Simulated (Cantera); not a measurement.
# Hydrocarbon pyrolysis for carbon deposition

An isothermal, constant-pressure homogeneous reactor starts with 11.4 % CH₄, 88.6 % N₂, at 1350 K and 120000 Pa.

Cantera simulation using GRI-Mech 3.0 (53 species, 325 reactions); the numbers are that mechanism's predictions, not measurements. GRI-Mech 3.0 stops at C3 and has no aromatics, soot or wall deposition, so with more carbon than oxygen in the feed, carbon stays in small species such as C2H2 where larger ones or solid carbon would form.

| t (s) | x CH₄ | x H | x CH₃ | x HCN | x C₂H₄ |
|---|---|---|---|---|---|
| 5.00e-6 | 0.114 | 8.05e-10 | 1.26e-8 | <1e-12 | <1e-12 |
| 3.20e-5 | 0.114 | 8.05e-10 | 8.47e-8 | <1e-12 | <1e-12 |
| 0.000205 | 0.114 | 8.06e-10 | 5.45e-7 | <1e-12 | 5.58e-11 |
| 0.00131 | 0.114 | 8.41e-10 | 3.13e-6 | <1e-12 | 1.34e-8 |
| 0.00839 | 0.114 | 9.93e-10 | 6.37e-6 | <1e-12 | 7.12e-7 |
| 0.0537 | 0.113 | 1.73e-9 | 9.93e-6 | <1e-12 | 1.49e-5 |
| 0.343 | 0.112 | 1.08e-8 | 1.55e-5 | <1e-12 | 0.000328 |
| 2.20 | 0.105 | 6.93e-8 | 1.28e-5 | 3.07e-12 | 0.000727 |
| 14.1 | 0.0761 | 2.50e-7 | 7.63e-6 | 3.41e-11 | 0.00160 |
| 90.0 | 0.0354 | 6.81e-7 | 4.75e-6 | 4.76e-10 | 0.00541 |
x: mole fraction; the columns are a selection and need not sum to one.

Equilibrium at this temperature and pressure: CH₄ 0.0275, H 7.38e-7, CH₃ 3.55e-6, HCN 0.0446, C₂H₄ 0.00279 (gas phase only).
